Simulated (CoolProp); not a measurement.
Vapour-liquid equilibrium of sulfur dioxide (1) + toluene (2) at 0.0167 MPa; x and y are mole fractions of (1).

Model: multi-fluid Helmholtz-energy mixture model, Gao 2016 and Lemmon 2006; pair parameters Bell 2016, in CoolProp.

```tsv
x	bubble temperature, mixture model (K)	bubble temperature, Raoult's law (K)	y, mixture model	y, Raoult's law
0.05	296.8	289.3	0.797	0.865
0.125	273.6	268.7	0.951	0.965
0.2	261.1	258.5	0.981	0.984
0.275	253.0	252.1	0.991	0.991
0.35	247.2	247.3	0.995	0.994
0.425	243.0	243.7	0.997	0.996
0.5	239.8	240.7	0.998	0.998
0.575	237.3	238.2	0.999	0.998
0.65	235.3	236.1	0.999	0.999
0.725	233.7	234.2	0.999	0.999
0.8	232.2	232.6	1.000	1.000
0.875	230.9	231.1	1.000	1.000
0.95	229.7	229.7	1.000	1.000
```

The largest gap from Raoult's law is +7.5 K in bubble temperature, at x = 0.05. No azeotrope shows between x = 0.05 and 0.95.

The pair parameters rest on a limited set of measurements; away from them the model extrapolates. The gap from Raoult's law changes sign with composition, which may be real or a fault of the pair parameters; it wasn't checked against measurements.
